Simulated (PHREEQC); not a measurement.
Dissolve 0.0002 mol/kgw PbCl2, 0.11 mol/kgw HNO3 and 0.00425 mol/kgw Cu(NO3)2 at 25 °C. Closed to the air; pH follows from the charge balance.

Equilibrium calculation in PHREEQC: ion-association model, phreeqc.dat.

**Question.** The ionic strength comes out as 0.123 mol/kgw. What activity coefficients do CuCl+, Cu+2, PbNO3+, NO3-, H+ get?

**Answer.** CuCl+ 0.75, Cu+2 0.38, PbNO3+ 0.77, NO3- 0.74, H+ 0.82.

No solid was allowed to form.
